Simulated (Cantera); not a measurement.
Feed: 1 mol FeS2, 1.5 mol SO2, 2.8 mol CO2, at 1.80 bar.

Cantera equilibrium calculation (NASA polynomials, part measured and part estimated; ideal gas, pure solids and liquids). Candidate condensed phases: C, Fe, Fe(CO)5, FeO, FeS, FeSO4, FeS2, Fe2O3, Fe2(SO4)3, Fe3O4, S; 25 gas species. FeS: taken at fixed stoichiometry. The numbers say what is thermodynamically allowed, not how fast it happens.

**Question.** At 1175 °C, list the 4 most abundant gas species with their mole fractions, and the condensed phases.

**Answer.** CO2 0.537, SO2 0.327, S2 0.0872, CO 0.0395. Condensed: FeS(s).
